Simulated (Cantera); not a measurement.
**Equilibrium for nitride etching: Si3N4 + HF + H2 + O2**

Charge: 1 mol Si3N4, a varied amount of HF, 34 mol H2, 0.14 mol O2, at 1723 K and 1.00 bar.

These are equilibrium values from Cantera (NASA tables, ideal gas, pure condensed phases), not measurements of a reactor. Candidate condensed phases: H2O, Si, SiO2, Si2N2O, Si3N4; 58 gas species. Mutual solubility and eutectic melting of coexisting phases are not modelled. The tables' values for SiF3, SiF2 are old estimates; treat these amounts as uncertain. The tables hold silica as quartz up to 1696 K and as liquid above; real silica turns to tridymite and cristobalite and melts near 1996 K. Equilibrium is a limit: real reactors are often held back by kinetics, nucleation or transport.

```json
[
 {"n(HF) (mol)": "1.2", "log p H2": "-0.01", "log p HF": "-2.38", "log p SiF4": "-2.50", "log p N2": "-2.05", "log p SiF3": "-2.49", "log p SiHF3": "-2.83", "log p H2O": "-6.65", "log p SiF2": "-2.88", "n Si2N2O(s)": "0.278", "n Si3N4(s)": "0.703", "n SiO2(condensed)": "0"},
 {"n(HF) (mol)": "1.8", "log p H2": "-0.01", "log p HF": "-2.31", "log p SiF4": "-2.27", "log p N2": "-1.92", "log p SiF3": "-2.34", "log p SiHF3": "-2.68", "log p H2O": "-6.61", "log p SiF2": "-2.80", "n Si2N2O(s)": "0.278", "n Si3N4(s)": "0.647", "n SiO2(condensed)": "0"},
 {"n(HF) (mol)": "2.8", "log p H2": "-0.02", "log p HF": "-2.23", "log p SiF4": "-2.03", "log p N2": "-1.78", "log p SiF3": "-2.19", "log p SiHF3": "-2.53", "log p H2O": "-6.57", "log p SiF2": "-2.73", "n Si2N2O(s)": "0.278", "n Si3N4(s)": "0.556", "n SiO2(condensed)": "0"},
 {"n(HF) (mol)": "4.3", "log p H2": "-0.03", "log p HF": "-2.15", "log p SiF4": "-1.82", "log p N2": "-1.64", "log p SiF3": "-2.05", "log p SiHF3": "-2.40", "log p H2O": "-6.53", "log p SiF2": "-2.67", "n Si2N2O(s)": "0.278", "n Si3N4(s)": "0.420", "n SiO2(condensed)": "0"},
 {"n(HF) (mol)": "6.7", "log p H2": "-0.04", "log p HF": "-2.08", "log p SiF4": "-1.61", "log p N2": "-1.49", "log p SiF3": "-1.92", "log p SiHF3": "-2.27", "log p H2O": "-6.49", "log p SiF2": "-2.62", "n Si2N2O(s)": "0.278", "n Si3N4(s)": "0.204", "n SiO2(condensed)": "0"},
 {"n(HF) (mol)": "10", "log p H2": "-0.05", "log p HF": "-1.74", "log p SiF4": "-1.37", "log p N2": "-1.40", "log p SiF3": "-2.03", "log p SiHF3": "-2.40", "log p H2O": "-4.23", "log p SiF2": "-3.09", "n Si2N2O(s)": "0.257", "n Si3N4(s)": "0", "n SiO2(condensed)": "0"},
 {"n(HF) (mol)": "16", "log p H2": "-0.09", "log p HF": "-1.06", "log p SiF4": "-1.25", "log p N2": "-1.39", "log p SiF3": "-2.61", "log p SiHF3": "-2.99", "log p H2O": "-2.36", "log p SiF2": "-4.36", "n Si2N2O(s)": "0", "n Si3N4(s)": "0", "n SiO2(condensed)": "0.0301"},
 {"n(HF) (mol)": "25", "log p H2": "-0.17", "log p HF": "-0.65", "log p SiF4": "-1.30", "log p N2": "-1.46", "log p SiF3": "-3.10", "log p SiHF3": "-3.52", "log p H2O": "-2.32", "log p SiF2": "-5.30", "n Si2N2O(s)": "0", "n Si3N4(s)": "0", "n SiO2(condensed)": "0"},
 {"n(HF) (mol)": "39", "log p H2": "-0.26", "log p HF": "-0.43", "log p SiF4": "-1.39", "log p N2": "-1.56", "log p SiF3": "-3.46", "log p SiHF3": "-3.92", "log p H2O": "-2.41", "log p SiF2": "-5.93", "n Si2N2O(s)": "0", "n Si3N4(s)": "0", "n SiO2(condensed)": "0"},
 {"n(HF) (mol)": "60", "log p H2": "-0.37", "log p HF": "-0.29", "log p SiF4": "-1.49", "log p N2": "-1.67", "log p SiF3": "-3.76", "log p SiHF3": "-4.28", "log p H2O": "-2.52", "log p SiF2": "-6.42", "n Si2N2O(s)": "0", "n Si3N4(s)": "0", "n SiO2(condensed)": "0"}
]
```
log p: log10 of the partial pressure in bar; n: condensed amount in mol.

From 1.2 mol HF to 6.7 mol HF the condensed part is Si2N2O(s) + Si3N4(s). At 10 mol HF the condensed part is Si2N2O(s). At 16 mol HF the condensed part is SiO2(condensed). From 25 mol HF to 60 mol HF nothing is condensed.
